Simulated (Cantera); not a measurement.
A Cantera script and its output.

```python
import numpy as np
import cantera as ct

gas = ct.Solution("gri30.yaml")
gas.TPX = 1873, 100000, {'CH4': 1, 'CO2': 0.56}
reactor = ct.IdealGasConstPressureReactor(gas, energy="off", clone=False)
net = ct.ReactorNet([reactor])
net.rtol, net.atol = 1e-08, 1e-18
show = ['CH4', 'CO2', 'H2', 'OH', 'CH3', 'HO2', 'H']
times = np.geomspace(0.0008, 10, 13)

steps = ct.SolutionArray(gas, extra=["t"])
rows = []
print(f"{'t/s':>10s}{'T/K':>9s}{'P/Pa':>11s}" + "".join(f"{s:>11s}" for s in show))
for t in times:
    while net.time < t:
        t_next = net.step()
        steps.append(gas.state, t=t_next)
    rows.append([np.interp(t, steps.t, y) for y in (steps.T, steps.P, *steps(*show).X.T)])
    print(f"{t:10.3e}{rows[-1][0]:9.1f}{rows[-1][1]:11.4g}" + "".join(f"{x:11.3e}" for x in rows[-1][2:]))
rate = np.gradient(steps.T, steps.t)
print("integrator steps:", len(steps.t))
if steps.T.max() > steps.T[0] + 200:
    print(f"time of steepest temperature rise: {steps.t[rate.argmax()]:.4e} s")
gas.TPX = 1873, 100000, {'CH4': 1, 'CO2': 0.56}
gas.equilibrate("TP")
print(f"equilibrium (TP): T = {gas.T:.1f} K  " + "  ".join(f"{s} {gas[s].X[0]:.3e}" for s in show))
```

It prints:

```
       t/s      T/K       P/Pa        CH4        CO2         H2         OH        CH3        HO2          H
 8.000e-04   1873.0      1e+05  2.125e-01  2.253e-01  3.475e-01  4.332e-06  3.272e-03  1.748e-12  2.779e-04
 1.756e-03   1873.0      1e+05  1.185e-01  1.536e-01  3.898e-01  7.207e-06  1.971e-03  2.340e-12  3.303e-04
 3.854e-03   1873.0      1e+05  5.628e-02  7.400e-02  3.896e-01  1.133e-05  1.070e-03  2.225e-12  3.739e-04
 8.459e-03   1873.0      1e+05  2.776e-02  2.841e-02  3.951e-01  1.330e-05  5.874e-04  1.620e-12  4.197e-04
 1.857e-02   1873.0      1e+05  1.973e-02  1.935e-02  4.283e-01  1.070e-05  4.108e-04  9.579e-13  4.464e-04
 4.075e-02   1873.0      1e+05  1.585e-02  1.379e-02  4.699e-01  6.973e-06  3.105e-04  4.054e-13  4.605e-04
 8.944e-02   1873.0      1e+05  1.165e-02  7.900e-03  5.115e-01  3.681e-06  2.156e-04  1.134e-13  4.734e-04
 1.963e-01   1873.0      1e+05  7.665e-03  3.178e-03  5.439e-01  1.401e-06  1.362e-04  1.656e-14  4.832e-04
 4.309e-01   1873.0      1e+05  4.837e-03  6.463e-04  5.615e-01  2.774e-07  8.411e-05  6.536e-16  4.881e-04
 9.457e-01   1873.0      1e+05  3.869e-03  2.751e-05  5.661e-01  1.174e-08  6.690e-05  1.175e-18  4.892e-04
 2.076e+00   1873.0      1e+05  3.820e-03  3.481e-07  5.663e-01  1.501e-10  6.602e-05  2.084e-22  4.892e-04
 4.556e+00   1873.0      1e+05  3.820e-03  3.194e-07  5.663e-01  1.378e-10  6.602e-05  1.770e-22  4.892e-04
 1.000e+01   1873.0      1e+05  3.820e-03  3.194e-07  5.663e-01  1.378e-10  6.602e-05  1.770e-22  4.892e-04
integrator steps: 1958
equilibrium (TP): T = 1873.0 K  CH4 3.820e-03  CO2 3.206e-07  H2 5.663e-01  OH 1.384e-10  CH3 6.602e-05  HO2 1.783e-22  H 4.892e-04
```

Model: GRI-Mech 3.0 (53 species, 325 reactions), integrated in Cantera. GRI-Mech 3.0 stops at C3 and has no aromatics, soot or wall deposition, so with more carbon than oxygen in the feed, carbon stays in small species such as C2H2 where larger ones or solid carbon would form.
